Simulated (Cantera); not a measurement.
Charge: 1 mol MgCO₃, 0.18 mol H₂O, at 1825 °C and 460 Pa.

Equilibrium computed with Cantera from the NASA thermochemical tables; the gas is ideal and each condensed phase is pure. Candidate condensed phases: C, C₆H₆, C₇H₈, C₈H₁₈, H₂O, Mg, MgCO₃, MgO, Mg(OH)₂; 116 gas species. The numbers say what is thermodynamically allowed, not how fast it happens.

Base state: CO₂ 0.670, H₂O 0.130, CO 0.119, O₂ 0.0577, OH 0.0103, O 0.00486, H₂ 0.00469, H 0.00311 (mole fractions); condensed: MgO(s).

Problem. What changes in the equilibrium state with this change: MgCO₃ replaced by MgSO₄?

Solution. 
```tsv
species	before	after
SO₂	0	0.581
O₂	0.0577	0.289
H₂O	0.130	0.0966
CO₂	0.670	0
CO	0.119	0
O	0.00486	0.0109
OH	0.0103	0.0132
Mg	0.000451	0.000202
SO	0	0.00553
SO₃	0	9.16e-5
S	0	1.65e-5
H₂	0.00469	0.00155
MgO(s), mol	0.999	1.000
```
Further candidate phases: H₂SO₄, MgS, MgSO₄, S.

Problem. What changes in the equilibrium state with this change: pressure from 460 Pa to 1000 Pa?

Solution. 
```tsv
species	before	after
CO₂	0.670	0.706
H₂O	0.130	0.136
CO	0.119	0.0948
O₂	0.0577	0.0463
OH	0.0103	0.00816
Mg	0.000451	0.000157
MgO	2.82e-5	1.30e-5
MgOH	3.17e-5	1.90e-5
MgO(s), mol	0.999	1.000
```

Problem. What changes in the equilibrium state with this change: temperature from 1825 °C to 800 °C?

Solution. 
```json
[
 {"species": "CO₂", "before": "0.670", "after": "0.847"},
 {"species": "H₂O", "before": "0.130", "after": "0.153"},
 {"species": "CO", "before": "0.119", "after": "4.64e-6"},
 {"species": "O₂", "before": "0.0577", "after": "2.74e-6"},
 {"species": "OH", "before": "0.0103", "after": "1.24e-7"},
 {"species": "Mg", "before": "0.000451", "after": "<1e-9"},
 {"species": "O", "before": "0.00486", "after": "<1e-9"},
 {"species": "H", "before": "0.00311", "after": "<1e-9"},
 {"species": "MgOH", "before": "3.17e-5", "after": "<1e-9"},
 {"species": "MgO(s), mol", "before": "0.999", "after": "1.00"}
]
```
